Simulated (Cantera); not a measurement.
A Cantera script and what it prints.

```python
import numpy as np
import cantera as ct

gas_names = """
    CL CL2 H HCL H2 N NH NH2 NH3 N2 N2H2 N2H4 Si SiCL SiCL2 SiCL3 SiCL4 SiH SiHCL3 SiH2 SiH2CL2 SiH3
    SiH3CL SiH4 SiN Si2 Si2N Si3
""".split()
cond_names = """
    NH4CL(a) NH4CL(b) Si(cr) Si(L) Si3N4(a)
""".split()


# ... load() reads the species with a 1 bar reference pressure and builds the phases ...
atoms = {
    'SiH2Cl2': {'Si': 1, 'H': 2, 'CL': 2},
    'Cl2': {'CL': 2},
    'N2': {'N': 2},
}
top_T = {'Si3N4(a)': 2400}  # K; cautious upper limits of use, not melting points


# ... equilibrate(T, P, feed) seeds the gas with the atoms and calls Mixture.equilibrate('TP', solver="vcs", rtol=1e-11, max_steps=5000) ...
results = []
feed = {'SiH2Cl2': 1, 'Cl2': 0.14, 'N2': 3.8}  # mol
P = 133.322  # Pa
for T in [875, 925, 975, 1025, 1075, 1125, 1175, 1225, 1275, 1325, 1375, 1425]:
    mix = equilibrate(T, P, feed)
    results.append((T, P, feed, dict(zip(mix.species_names, mix.species_moles))))
    x = sorted(zip(gas.X, gas.species_names), reverse=True)
    print(f"T = {T:g} K  P = {P:g} Pa  gas = {mix.phase_moles(0):.4g} mol")
    print("   x: " + "  ".join(f"{s} {v:.3e}" for v, s in x if v > 0.001))
    print("   condensed (mol): " + ("  ".join(f"{mix.phase(i).name} {mix.phase_moles(i):.4g}"
          for i in range(1, mix.n_phases) if mix.phase_moles(i) > 1e-12) or "none"))
```

It prints:

```
T = 875 K  P = 133.322 Pa  gas = 5.187 mol
   x: N2 6.374e-01  HCL 2.398e-01  H2 7.285e-02  SiCL4 4.990e-02
   condensed (mol): Si3N4(a) 0.247
T = 925 K  P = 133.322 Pa  gas = 5.19 mol
   x: N2 6.358e-01  HCL 2.468e-01  H2 6.925e-02  SiCL4 4.806e-02
   condensed (mol): Si3N4(a) 0.25
T = 975 K  P = 133.322 Pa  gas = 5.193 mol
   x: N2 6.344e-01  HCL 2.528e-01  H2 6.612e-02  SiCL4 4.643e-02
   condensed (mol): Si3N4(a) 0.2527
T = 1025 K  P = 133.322 Pa  gas = 5.196 mol
   x: N2 6.333e-01  HCL 2.581e-01  H2 6.339e-02  SiCL4 4.492e-02
   condensed (mol): Si3N4(a) 0.2549
T = 1075 K  P = 133.322 Pa  gas = 5.199 mol
   x: N2 6.322e-01  HCL 2.625e-01  H2 6.104e-02  SiCL4 4.341e-02
   condensed (mol): Si3N4(a) 0.2566
T = 1125 K  P = 133.322 Pa  gas = 5.204 mol
   x: N2 6.312e-01  HCL 2.661e-01  H2 5.906e-02  SiCL4 4.167e-02  SiCL3 1.311e-03
   condensed (mol): Si3N4(a) 0.2576
T = 1175 K  P = 133.322 Pa  gas = 5.213 mol
   x: N2 6.303e-01  HCL 2.683e-01  H2 5.756e-02  SiCL4 3.923e-02  SiCL3 2.660e-03  SiCL2 1.763e-03
   condensed (mol): Si3N4(a) 0.2571
T = 1225 K  P = 133.322 Pa  gas = 5.234 mol
   x: N2 6.291e-01  HCL 2.683e-01  H2 5.678e-02  SiCL4 3.528e-02  SiCL2 5.381e-03  SiCL3 4.900e-03
   condensed (mol): Si3N4(a) 0.2534
T = 1275 K  P = 133.322 Pa  gas = 5.279 mol
   x: N2 6.276e-01  HCL 2.639e-01  H2 5.732e-02  SiCL4 2.873e-02  SiCL2 1.423e-02  SiCL3 7.928e-03
   condensed (mol): Si3N4(a) 0.2433
T = 1325 K  P = 133.322 Pa  gas = 5.361 mol
   x: N2 6.257e-01  HCL 2.522e-01  H2 6.031e-02  SiCL2 3.151e-02  SiCL4 1.938e-02  SiCL3 1.060e-02
   condensed (mol): Si3N4(a) 0.223
T = 1375 K  P = 133.322 Pa  gas = 5.471 mol
   x: N2 6.244e-01  HCL 2.309e-01  H2 6.723e-02  SiCL2 5.633e-02  SiCL3 1.101e-02  SiCL4 9.885e-03
   condensed (mol): Si3N4(a) 0.1922
T = 1425 K  P = 133.322 Pa  gas = 5.58 mol
   x: N2 6.249e-01  HCL 2.016e-01  SiCL2 8.214e-02  H2 7.831e-02  SiCL3 8.955e-03  SiCL4 3.839e-03
   condensed (mol): Si3N4(a) 0.1565
```

Method: chemical equilibrium by Gibbs-energy minimisation in Cantera with the NASA 1993 tables (ideal gas, pure condensed phases). N2 is the only nitrogen source here; it is nearly inert below about 1500 K, so the nitride shown seldom forms there in practice. The tables' values for SiCl3 are old estimates; treat these amounts as uncertain.
